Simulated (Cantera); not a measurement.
A closed system holds: 1 mol B, 0.14 mol H₂O, held at 1200 Pa.

These are equilibrium values from Cantera (NASA tables, ideal gas, pure condensed phases), not measurements of a reactor. Candidate condensed phases: B, B₂O₃, B₃O₃H₃, H₂O; 23 gas species. Mutual solubility and eutectic melting of coexisting phases are not modelled. Equilibrium is a limit: real reactors are often held back by kinetics, nucleation or transport.

Q: Which condensed phases are stable at each of these points (T (K)): 1650, 1700, 1750, 1800, 1850, 1900, 1950, 2000, 2050, 2100, 2150, 2200?

A: 
```
T (K)  condensed phases  B condensed (%)
-----  ----------------  ---------------
1650     B(s) + B₂O₃(l)             93.1
1700               B(s)             87.1
1750               B(s)             86.9
1800               B(s)             86.7
1850               B(s)             86.5
1900               B(s)             86.4
1950               B(s)             86.3
2000               B(s)             86.2
2050               B(s)             86.2
2100               B(s)             86.1
2150               B(s)             86.0
2200               B(s)             86.0
```

At 1650 K the condensed part is B(s) + B₂O₃(l). From 1700 K to 2200 K the condensed part is B(s).
